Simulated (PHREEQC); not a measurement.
Consider water at 80 °C with 0.022 mol HF, 0.011 mol NH4F and 0.00067 mol H4SiO4 per kg of water. Closed to the air; pH follows from the charge balance.

The numbers come from PHREEQC with the ion-association model, phreeqc.dat.

Precipitation was switched off in this run.

**Question.** What pH, ionic strength does the model give?

**Answer.** pH 3.31; ionic strength 0.0122 mol/kgw.

**Question.** In which forms is F present?

**Answer.** HF 55 %, F- 29 %, SiF6-2 12 %, HF2- 4.4 % of the F.

Complexes and solids missing from the database can't appear. At this temperature some constants are extrapolated from 25 °C, and those without enthalpy data are left unchanged. SiF6-2 is the database's only silicon fluoride.
